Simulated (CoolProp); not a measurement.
C3F8 (R218) along the isobar 0.973 MPa: fugacity coefficient from the reference equation and from simpler models built on Tc = 345.0 K, pc = 2.640 MPa, ω = 0.317; each cubic takes its own stable root.

The numbers come from the reference Helmholtz-energy equation of state, Lemmon 2006 in CoolProp. It is a short technical equation, of lower accuracy than the large ones.

```tsv
T (K)	phase	reference	van der Waals	Redlich-Kwong	Soave-Redlich-Kwong	Peng-Robinson
225.9	liquid	0.06438	0.3608	0.1317	0.06470	0.06466
240.5	liquid	0.1242	0.4805	0.2217	0.1254	0.1241
255	liquid	0.2163	0.6156	0.3430	0.2193	0.2156
269.6	liquid	0.3488	0.7657	0.4978	0.3545	0.3471
284.2	liquid	0.5249	0.8262	0.6826	0.5340	0.5215
298.7	liquid	0.7426	0.8458	0.8137	0.7544	0.7360
313.3	gas	0.8299	0.8626	0.8376	0.8292	0.8167
327.8	gas	0.8560	0.8768	0.8574	0.8533	0.8410
342.4	gas	0.8770	0.8893	0.8743	0.8737	0.8616
356.9	gas	0.8941	0.9000	0.8886	0.8909	0.8790
371.5	gas	0.9084	0.9094	0.9009	0.9056	0.8941
386.1	gas	0.9204	0.9178	0.9116	0.9183	0.9071
400.6	gas	0.9305	0.9251	0.9209	0.9292	0.9183
415.2	gas	0.9393	0.9316	0.9290	0.9386	0.9282
429.7	gas	0.9468	0.9374	0.9361	0.9468	0.9367
```

At some of these states van der Waals, Redlich-Kwong gives the other phase, because its saturation line lies elsewhere.
